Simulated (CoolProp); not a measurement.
Computed with CoolProp (reference Helmholtz-energy equation of state, Rui 2013).

Problem. For R236EA, give the phase and the Prandtl number at 138.85 °C and 1.54 bar; 138.85 °C and 60 bar.

Solution. 
- 138.85 °C and 1.54 bar: gas; Prandtl number 0.672
- 138.85 °C and 60 bar: liquid; Prandtl number 3.34

Viscosity comes from a separate model (Huber 2003), an estimate that may be off by 10 % or more. Thermal conductivity comes from a separate model (Huber 2003), an estimate that may be off by 10 % or more.
